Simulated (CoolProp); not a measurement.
Vapour-liquid equilibrium of propylene (1) + R152A (2) at 294.6 K; x and y are mole fractions of (1).

The numbers come from the multi-fluid Helmholtz-energy mixture model, Lemmon 2013 and Outcalt 1996; pair parameters Bell 2016 in CoolProp.

| x | bubble pressure, mixture model (kPa) | bubble pressure, Raoult's law (kPa) | y, mixture model | y, Raoult's law |
|---|---|---|---|---|
| 0.05 | 604.6 | 562.1 | 0.141 | 0.094 |
| 0.15 | 722.9 | 614.1 | 0.332 | 0.258 |
| 0.25 | 817.8 | 666.0 | 0.455 | 0.396 |
| 0.35 | 892.5 | 717.9 | 0.543 | 0.515 |
| 0.45 | 950.9 | 769.9 | 0.613 | 0.617 |
| 0.55 | 996.2 | 821.8 | 0.672 | 0.706 |
| 0.65 | 1031 | 873.8 | 0.729 | 0.785 |
| 0.75 | 1056 | 925.7 | 0.789 | 0.855 |
| 0.85 | 1069 | 977.7 | 0.857 | 0.918 |
| 0.95 | 1066 | 1030 | 0.945 | 0.974 |

The largest gap from Raoult's law is +24.3 % in bubble pressure, at x = 0.35. y crosses x between x = 0.85 and 0.95: the model has an azeotrope there.

Pair parameters are fitted to limited data, so mixtures are less certain than the pure fluids.
